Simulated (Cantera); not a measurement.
**Pb + H₂ (iron carbonyl, mercury and lead vapours)**

A closed system holds: 1 mol Pb, 9.1 mol H₂, at 900 °C.

Equilibrium computed with Cantera from the NASA thermochemical tables; the gas is ideal and each condensed phase is pure. Candidate condensed phases: Pb; 4 gas species. The numbers say what is thermodynamically allowed, not how fast it happens.

From 10.0 Pa to 68.0 Pa nothing is condensed. From 460 Pa to 1000000 Pa the condensed part is Pb(l). The main Pb-bearing gas is Pb throughout.

```tsv
P (Pa)	x H₂	x Pb	x H	x Pb₂	n Pb(l)
10	0.901	0.0990	1.12e-5	6.53e-8	0
68	0.901	0.0990	4.29e-6	4.44e-7	0
460	0.908	0.0917	1.66e-6	2.58e-6	0.0814
3200	0.987	0.0132	6.55e-7	3.70e-7	0.878
22000	0.998	0.00192	2.51e-7	5.39e-8	0.983
150000	1.000	0.000281	9.63e-8	7.90e-9	0.997
1000000	1.000	4.22e-5	3.73e-8	1.19e-9	1.000
```
x: gas mole fraction; n: condensed amount in mol.
